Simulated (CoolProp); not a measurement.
Chlorine at several states: density (kg/m³) from the reference equation and from simpler models built on Tc = 416.9 K, pc = 7642 kPa, ω = 0.070; each cubic takes its own stable root.

The numbers come from the reference Helmholtz-energy equation of state, Thol 2021 in CoolProp.

```
T (K)  p (kPa)   phase  reference
-----  -------  ------  ---------
395       17.1     gas     0.3695
366.8     15.9     gas     0.3700
205.1     7620  liquid       1666
238       9790  liquid       1582
336.7      486     gas      12.85
```

Q: How far does each simpler model (van der Waals, Redlich-Kwong, Soave-Redlich-Kwong, Peng-Robinson) lie from the reference over these 5 states: mean and median of the absolute difference, and the worst?

A: 
- van der Waals: mean 15.0 %, median 1.0 %, worst -37.4 % at 205.1 K and 7620 kPa
- Redlich-Kwong: mean 3.0 %, median 0.2 %, worst -7.6 % at 205.1 K and 7620 kPa
- Soave-Redlich-Kwong: mean 3.1 %, median 0.1 %, worst -8.2 % at 205.1 K and 7620 kPa
- Peng-Robinson: mean 1.6 %, median 0.2 %, worst +4.2 % at 238 K and 9790 kPa
